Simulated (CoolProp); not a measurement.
CF4 (R14) at 298.15 K and 1.03 MPa is throttled through a valve to 0.207 MPa with no heat exchange. Each further row changes one setting.

The numbers come from the reference Helmholtz-energy equation of state, Platzer 1990 in CoolProp. This equation is an older, rougher fit.

```tsv
case	temperature change (K)	final density (kg/m³)
as stated	___	___
outlet pressure 0.0621 MPa	___	___
outlet pressure 0.269 MPa	___	9.79
```

Problem. Some entries are withheld; supply them.

Solution. 
- as stated, temperature change (K): -4.6
- as stated, final density (kg/m³): 7.52
- outlet pressure 0.0621 MPa, temperature change (K): -5.4
- outlet pressure 0.0621 MPa, final density (kg/m³): 2.25
- outlet pressure 0.269 MPa, temperature change (K): -4.3
